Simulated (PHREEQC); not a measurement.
A solution holds 0.0077 mol/kgw HF, 0.022 mol/kgw (NH4)2SiF6 and 7.8e-05 mol/kgw H3BO3, at 30 °C. Closed to the air; pH follows from the charge balance.

The numbers come from PHREEQC with the ion-association model, phreeqc.dat.

```tsv
quantity	before	after
pH	2.72	3.15
HF (mol/kgw)	0.00530	0.00175
F- (mol/kgw)	0.00219	0.00164
BF4- (mol/kgw)	6.67e-5	1.85e-6
HF2- (mol/kgw)	4.61e-5	1.14e-5
SI of Quartz (SiO2)	-0.65	+0.55
```

Q: Name the change that produced these shifts.
A. H3BO3 from 7.8e-05 to 0.000156 mol/kgw
B. H3BO3 from 7.8e-05 to 7.02e-05 mol/kgw
C. HF from 0.0077 to 0.00693 mol/kgw
D. diluted 10-fold with water

A: D, diluted 10-fold with water

This is a speciation only: nothing precipitates in the calculation. Some of these states are supersaturated (in Quartz (slow to form), Chalcedony (slow to form), for instance). SiF6-2 is the database's only silicon fluoride. Real BF4- forms and hydrolyses slowly; the run takes it at equilibrium.
